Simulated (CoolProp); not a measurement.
Properties of 1-butene along the isobar 47.4 bar (Tc = 146.1 °C, pc = 40.06 bar, ω = 0.192).

Model: reference Helmholtz-energy equation of state, Lemmon 2005, in CoolProp. It is a short technical equation, of lower accuracy than the large ones.

| T (°C) | phase | cp (kJ/(kg K)) | cv (kJ/(kg K)) | speed of sound (m/s) | Joule-Thomson coefficient (K/MPa) | isothermal compressibility (1/MPa) |
|---|---|---|---|---|---|---|
| 144.35 | liquid | 4.295 | 2.040 | 259.1 | 2.756 | 0.08373 |
| 154.05 | supercritical | 9.478 | 2.170 | 157.5 | 8.059 | 0.5990 |
| 163.85 | supercritical | 5.871 | 2.184 | 149.4 | 13.42 | 0.7340 |
| 173.65 | supercritical | 3.877 | 2.150 | 167.8 | 11.73 | 0.4829 |
| 183.45 | supercritical | 3.306 | 2.147 | 182.1 | 10.25 | 0.3977 |
| 193.15 | supercritical | 3.048 | 2.157 | 193.7 | 9.105 | 0.3536 |
| 202.95 | supercritical | 2.905 | 2.174 | 203.8 | 8.180 | 0.3258 |
| 212.75 | supercritical | 2.822 | 2.195 | 212.8 | 7.421 | 0.3065 |
| 222.55 | supercritical | 2.771 | 2.219 | 220.9 | 6.785 | 0.2922 |
| 232.25 | supercritical | 2.741 | 2.244 | 228.2 | 6.247 | 0.2813 |
| 242.05 | supercritical | 2.725 | 2.271 | 235.0 | 5.776 | 0.2725 |
| 251.85 | supercritical | 2.718 | 2.298 | 241.3 | 5.364 | 0.2653 |

The peak of cp marks the crossing from liquid-like to gas-like fluid above the critical point.
